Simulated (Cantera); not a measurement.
**Equilibrium for carbon deposition, reforming and gasification: CH3OH + H2 + N2**

A closed system holds: 1 mol CH3OH, 0.74 mol H2, 34 mol N2, equilibrated at 625 K.

Cantera equilibrium calculation (NASA polynomials, part measured and part estimated; ideal gas, pure solids and liquids). Candidate condensed phases: C, C6H6, C7H8, C8H18, H2O; 136 gas species. The ideal-gas law is rough above about 30 bar. Kinetics and transport are ignored.

From 10.0 Pa to 14.0 bar the condensed part is C(graphite). At 100 bar nothing is condensed. The main C-bearing gas is CO at 10.0 Pa and CH4 at 100 bar. The share of C in condensed phases is highest at 37.0 mbar (56.6 %) and lowest at 100 bar (0.0 %).

| P (Pa) | x N2 | x H2 | x CH4 | x H2O | x CO | x CO2 | n C(graphite) |
|---|---|---|---|---|---|---|---|
| 10 | 0.906 | 0.0721 | 2.51e-5 | 0.000860 | 0.0172 | 0.00426 | 0.191 |
| 72 | 0.911 | 0.0700 | 0.000171 | 0.00300 | 0.00858 | 0.00760 | 0.389 |
| 520 | 0.916 | 0.0642 | 0.00104 | 0.00758 | 0.00328 | 0.00804 | 0.541 |
| 3700 | 0.923 | 0.0511 | 0.00467 | 0.0140 | 0.00107 | 0.00606 | 0.566 |
| 27000 | 0.933 | 0.0310 | 0.0126 | 0.0189 | 0.000326 | 0.00411 | 0.380 |
| 190000 | 0.941 | 0.0147 | 0.0199 | 0.0211 | 0.000109 | 0.00323 | 0.159 |
| 1400000 | 0.945 | 0.00595 | 0.0240 | 0.0219 | 3.80e-5 | 0.00291 | 0.0306 |
| 10000000 | 0.947 | 0.00239 | 0.0253 | 0.0228 | 1.27e-5 | 0.00251 | 0 |
x: gas mole fraction; n: condensed amount in mol.
